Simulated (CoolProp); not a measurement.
Vapour-liquid equilibrium of sulfur hexafluoride (1) + CH2F2 (R32) (2) at 249 K; x and y are mole fractions of (1).

Values from CoolProp's multi-fluid Helmholtz-energy mixture model, Guder 2009 and Tillner-Roth 1997; pair parameters Bell 2016.

```
x     bubble pressure (MPa)  y at the bubble point  dew pressure at overall composition x (MPa)  liquid density (mol/L)
----  ---------------------  ---------------------  -------------------------------------------  ----------------------
0.05                 0.5310                  0.351                                       0.3645                   20.79
0.15                 0.7164             (withheld)                                       0.4076                   19.03
0.25                 0.7795                  0.582                                       0.4613                   17.53
0.35                 0.7982                  0.598                                       0.5300                   16.24
0.45                 0.8041                  0.606                                       0.6200                   15.14
0.55                 0.8073                  0.613                                   (withheld)                   14.21
0.65                 0.8082                  0.628                                       0.8034                   13.45
0.75                 0.8003                  0.659                                       0.7506              (withheld)
0.85                 0.7685             (withheld)                                       0.6878                   12.31
0.95                 0.6821                  0.859                                       0.6287                   11.89
```

Question: What belongs in the gaps?

Answer: 
- 0.15, y at the bubble point: 0.533
- 0.55, dew pressure at overall composition x (MPa): 0.7380
- 0.75, liquid density (mol/L): 12.82
- 0.85, y at the bubble point: 0.721

y crosses x between x = 0.55 and 0.65: the model has an azeotrope there.

The pair parameters rest on a limited set of measurements; away from them the model extrapolates. With so large a gap from Raoult's law the liquid may split in two, which this calculation doesn't test in full.
